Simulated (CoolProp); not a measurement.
A simple Rankine cycle with R22: condensing at 310.15 K, boiler at 3.76 MPa, turbine inlet 356.4 K, turbine efficiency 0.9, pump efficiency 0.7, no recuperator. Each further row changes one setting.

Model: reference Helmholtz-energy equation of state, Kamei 1995, in CoolProp.

```
case                             thermal efficiency (%)  net work (kJ/kg)  heat in (kJ/kg)  turbine exit temperature (K)  volume ratio over the turbine
-------------------------------  ----------------------  ----------------  ---------------  ----------------------------  -----------------------------
as stated                                           [?]              14.7              167                         310.2                           2.86
turbine inlet 376.4 K                               9.5              18.7              [?]                         318.1                           2.59
condensing temperature 302.15 K                     [?]              18.3              177                         302.2                           3.52
boiler pressure 2.63 MPa                            [?]              12.5              193                         321.3                           1.81
turbine efficiency 0.8                              7.7               [?]              167                         310.2                           2.90
```

Task: Complete the blanks.

Result: 
- as stated, thermal efficiency (%): 8.8
- turbine inlet 376.4 K, heat in (kJ/kg): 196
- condensing temperature 302.15 K, thermal efficiency (%): 10.3
- boiler pressure 2.63 MPa, thermal efficiency (%): 6.5
- turbine efficiency 0.8, net work (kJ/kg): 12.8

The expansion ends wet for: as stated; condensing temperature 302.15 K; turbine efficiency 0.8.
